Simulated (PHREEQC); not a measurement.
0.09 g of hydrous ferric oxide (600 m²/g; 0.2 weak and 0.005 strong sites per Fe, Dzombak-Morel constants, diffuse double layer) in 1 kg of water with 0.05 mol/kgw of an inert sodium salt and 0.013 mmol/kgw NaF and 0.00042 mmol/kgw Na2SeO4, at 25 °C; the pH is set by adding NaOH or the inert anion's acid. O2 is buffered at 0.21 atm. No CO2 enters from the air. Precipitation was switched off in this run.

The series has 17 steps of pH, from 4 to 10.

The numbers come from PHREEQC with the ion-association model, wateq4f.dat.

### Question
Near which pH is half of the F sorbed, and on which side is more sorbed?

### Answer
Near pH 4.9, with more sorbed at lower pH.

### Question
Near which pH is half of the Se sorbed, and on which side is more sorbed?

### Answer
Near pH 6.0, with more sorbed at lower pH.

Species that the database lacks are ignored.
